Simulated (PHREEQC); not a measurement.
Solution (25 °C): 0.24 mol MnCl2 and 0.013 mol Fe(NO3)3 per kg of water. Closed to the air; pH follows from the charge balance.

Model: ion-association model, phreeqc.dat, run in PHREEQC.

This is a speciation only: nothing precipitates in the calculation.

**Question.** What pH, activity of water, ionic strength does the model give?

**Answer.** pH 2.60; activity of water 0.988; ionic strength 0.628 mol/kgw.

**Question.** In which forms is Fe present?

**Answer.** FeCl+2 45 %, FeCl2+ 15 %, FeOH+2 15 %, Fe+3 14 %, Fe2(OH)2+4 7.3 %, Fe3(OH)4+5 1.7 % of the Fe.

Examples of supersaturated solids here: Hematite (slow to form), Goethite (slow to form). Others may be too.
